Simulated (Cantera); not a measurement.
Input: 1 mol Al, 37 mol N₂, 18 mol H₂, 1.4 mol HCl, at 1800 K and 7000 Pa.

These are equilibrium values from Cantera (NASA tables, ideal gas, pure condensed phases), not measurements of a reactor. Candidate condensed phases: Al, AlCl₃, AlN, NH₄Cl; 20 gas species. The tables' values for AlCl₂ are old estimates; treat these amounts as uncertain. Rates play no part.

Base state: N₂ 0.650, H₂ 0.325, AlCl 0.0159, HCl 0.00746, H 0.000771, AlCl₂ 0.000560, AlCl₃ 6.07e-5, Al 2.01e-5 (mole fractions); condensed: AlN(s).

Question: What changes in the equilibrium state with this change: temperature from 1800 K to 1725 K?

Answer: 
| species | before | after |
|---|---|---|
| N₂ | 0.650 | 0.652 |
| H₂ | 0.325 | 0.325 |
| HCl | 0.00746 | 0.0125 |
| AlCl | 0.0159 | 0.00975 |
| Al | 2.01e-5 | 3.19e-6 |
| AlCl₃ | 6.07e-5 | 0.000276 |
| AlN(s), mol | 0.0622 | 0.385 |
